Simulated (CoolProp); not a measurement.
CF4 (R14) at 293.15 K and 0.188 MPa flows at 1.6 m/s in a round tube of 50 mm bore and 0.25 µm roughness, fully developed (64/Re and Nu = 3.66 if laminar; Colebrook and Gnielinski if turbulent). Each further row changes one setting.

Model: reference Helmholtz-energy equation of state, Platzer 1990, in CoolProp. This equation is an older, rougher fit.

| case | Reynolds number | Darcy friction factor | pressure drop (Pa/m) | heat-transfer coefficient (W/(m² K)) | mass flow (kg/h) |
|---|---|---|---|---|---|
| as stated | 32100 | 0.0231 | 4.05 | 24.0 | 77.3 |
| velocity 3.2 m/s | 64200 | 0.0198 | 13.9 | 41.3 | 155 |
| diameter 100 mm | 64200 | 0.0198 | 1.73 | 20.7 | 309 |

Viscosity comes from a separate model (Huber 2003), an estimate that may be off by 10 % or more. Thermal conductivity comes from a separate model (Huber 2003), an estimate that may be off by 10 % or more.
